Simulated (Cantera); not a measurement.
## Halide evaporation, hydrolysis and transport: LiCl + H₂O + N₂

Input: 1 mol LiCl, a varied amount of H₂O, 1.4 mol N₂, held at 1325 K and 1.00 bar.

Cantera equilibrium calculation (NASA polynomials, part measured and part estimated; ideal gas, pure solids and liquids). Candidate condensed phases: H₂O, Li, LiCl, LiH, LiOH, Li₂O, Li₃N, NH₄Cl; 42 gas species. Kinetics and transport are ignored.

```csv
n(H₂O) (mol),log p H₂O,log p N₂,log p LiCl,log p Li₂Cl₂,log p HCl,log p LiOH,log p Li₃Cl₃,n LiCl(l)
1.2,-0.36,-0.30,-1.45,-1.62,-3.03,-3.05,-3.29,0.763
1.7,-0.29,-0.37,-1.45,-1.62,-3.00,-3.01,-3.29,0.717
2.4,-0.23,-0.46,-1.45,-1.62,-2.96,-2.98,-3.29,0.652
3.5,-0.17,-0.57,-1.45,-1.62,-2.94,-2.95,-3.29,0.551
4.9,-0.14,-0.68,-1.45,-1.62,-2.92,-2.94,-3.29,0.423
7,-0.11,-0.81,-1.45,-1.62,-2.90,-2.92,-3.29,0.230
9.9,-0.08,-0.93,-1.46,-1.64,-2.90,-2.91,-3.32,0
14,-0.06,-1.06,-1.54,-1.81,-2.93,-2.94,-3.57,0
```
log p: log10 of the partial pressure in bar; n: condensed amount in mol.

From 1.2 mol H₂O to 7 mol H₂O the condensed part is LiCl(l). From 9.9 mol H₂O to 14 mol H₂O nothing is condensed. The main Li-bearing gas is Li₂Cl₂ throughout.
